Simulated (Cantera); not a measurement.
## Ignition delay

Mixture: CH3OH : O2 : N2 = 1 : 3.75 : 14.1 (molar parts), at 563 Torr, adiabatic and at constant pressure. Ignition delay is the time to a rise of 400 K.

Model: GRI-Mech 3.0 (53 species, 325 reactions), integrated in Cantera. GRI-Mech 3.0 was tuned for natural gas; its chemistry of methanol as a main component is partial and can be far from experiment. Where the delays flatten at high temperature, the 400 K rule measures the pace of heat release, not the induction time.

| T0 (K) | delay (ms) |
|---|---|
| 1300 | 3.52 |
| 1400 | 1.08 |
| 1500 | 0.419 |
| 1600 | 0.201 |
| 1700 | 0.117 |
| 1800 | 0.0837 |
| 1900 | 0.0745 |
